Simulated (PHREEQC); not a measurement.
A made-up water analysis in mmol/kgw, 10 °C, pH 2.8, pe 9.6: Na 47.6; K 22.1; Ca 30.6; Mg 17.9; Cl 48; S(6) 65.2; Li 4.44.

Valence states are taken as typed.

The numbers come from PHREEQC with the ion-association model, phreeqc.dat.

```yaml
ionic_strength: 0.205 mol/kgw
specific_conductance: 8830 µS/cm
density: 1.010 g/cm³
total_alkalinity: -3.96 meq/kg
charge_balance_error: -1.2 %
```

```csv
species,molality,activity,log γ
Cl-,0.0480,0.0345,-0.143
Na+,0.0451,0.0339,-0.124
SO4-2,0.0409,0.0121,-0.527
K+,0.0208,0.0149,-0.145
Ca+2,0.0190,0.00624,-0.485
CaSO4,0.0114,0.0120,0.020
```

This is a speciation only: nothing precipitates in the calculation. The solution is supersaturated, for example in Gypsum, so a real one may precipitate; this is no full list. Constants without temperature data keep their 25 °C values here.
